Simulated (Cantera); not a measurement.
An isothermal, constant-pressure homogeneous reactor starts with H₂ : O₂ = 0.28 : 1 (molar parts), equivalence ratio 0.14, at 1150 K and 0.0130 bar.

Model: the H2/O2 subset of GRI-Mech 3.0, which has no nitrogen chemistry, integrated in Cantera. Radical loss at walls, strong at low pressure, is not modelled. The temperature is held fixed by assumption; the heat of reaction is taken as removed at once.

x: mole fraction; the columns are a selection and need not sum to one.

| t (s) | x H₂ | x O₂ | x O | x H₂O₂ | x HO₂ | x H₂O | x H |
|---|---|---|---|---|---|---|---|
| 6.00e-5 | 0.219 | 0.781 | 1.07e-9 | 1.13e-12 | 3.43e-9 | 9.74e-10 | 3.32e-9 |
| 0.000223 | 0.219 | 0.781 | 1.87e-8 | 1.56e-11 | 1.28e-8 | 4.10e-8 | 3.48e-8 |
| 0.000828 | 0.219 | 0.781 | 2.58e-5 | 4.16e-10 | 2.63e-7 | 7.14e-5 | 4.55e-5 |
| 0.00307 | 0.0100 | 0.673 | 0.0650 | 2.90e-7 | 9.87e-6 | 0.173 | 0.0703 |
| 0.0114 | 0.00508 | 0.720 | 0.0289 | 4.35e-7 | 1.10e-5 | 0.218 | 0.0212 |
| 0.0424 | ___ | 0.751 | ___ | 4.05e-7 | ___ | 0.243 | ___ |
| 0.158 | 3.17e-5 | 0.754 | 0.000173 | 1.35e-7 | 1.09e-6 | 0.245 | 9.54e-6 |
| 0.585 | 3.36e-6 | 0.754 | 1.91e-5 | 3.73e-8 | 1.58e-7 | 0.246 | 3.49e-7 |
| 2.17 | 5.61e-7 | 0.754 | 3.28e-6 | 1.06e-8 | 3.14e-8 | 0.246 | 2.49e-8 |
| 8.08 | ___ | 0.754 | ___ | ___ | ___ | 0.246 | ___ |
| 30.0 | 2.97e-8 | 0.754 | 1.78e-7 | 8.86e-10 | 7.70e-9 | 0.246 | 3.14e-10 |

Question: Some entries are withheld; supply them.

Answer: 
- 0.0424, x H₂: 0.000537
- 0.0424, x O: 0.00287
- 0.0424, x HO₂: 6.44e-6
- 0.0424, x H: 0.000648
- 8.08, x H₂: 1.19e-7
- 8.08, x O: 7.06e-7
- 8.08, x H₂O₂: 2.99e-9
- 8.08, x HO₂: 9.79e-9
- 8.08, x H: 2.48e-9
